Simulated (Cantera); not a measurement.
Charge: 1 mol Ti(OiPr)4, 1.8 mol C3H8, 1.1 mol H2, at 85.0 mbar.

These are equilibrium values from Cantera (NASA tables, ideal gas, pure condensed phases), not measurements of a reactor. Candidate condensed phases: C, C6H6, C7H8, C8H18, H2O, Ti, TiC, TiO, TiO2, Ti2O3, Ti3O5, Ti4O7; 113 gas species. The feed counts by its element totals alone. TiC: taken at fixed stoichiometry. Kinetics and transport are ignored.

Over these rows the condensed part is C(graphite) + TiC(s). Partial pressures as log10 of bar:

```
T (K)  1000/T (1/K)  log p H2O  log p H2  log p CO
-----  ------------  ---------  --------  --------
1448         0.6906      -5.63     -1.14     -1.89
1548         0.6460      -5.94     -1.14     -1.89
1648         0.6068      -6.22     -1.14     -1.89
1748         0.5721          ?     -1.14     -1.89
1848         0.5411      -6.68     -1.14     -1.89
1948         0.5133      -6.87     -1.14     -1.89
```

Problem. Fit log p(H2O) = a + b·(1000/T) to the five rows, give the apparent enthalpy, and predict the row at 1748 K.

Solution. Means: 1000/T = 0.5996, log p = -6.268. Sxy = 0.149677, Sxx = 0.0213557, so b = 7.01 and a = -6.268 − (7.01)×0.5996 = -10.47.
Apparent enthalpy: −19.145 × (7.01) = -134 kJ/mol. With the condensed phases at unit activity, H2(g) + CO(g) = H2O(g) + C(graphite) links this pressure to the main gases: over the six rows their terms move log p by +0.00 in all, so the slope is close to that reaction's ΔH°. The five rows lie within 0.01 of the line.
Prediction at 1748 K: -10.47 + (7.01)×0.5721 = -6.46. The computed value is -6.46, 0.00 from the line.
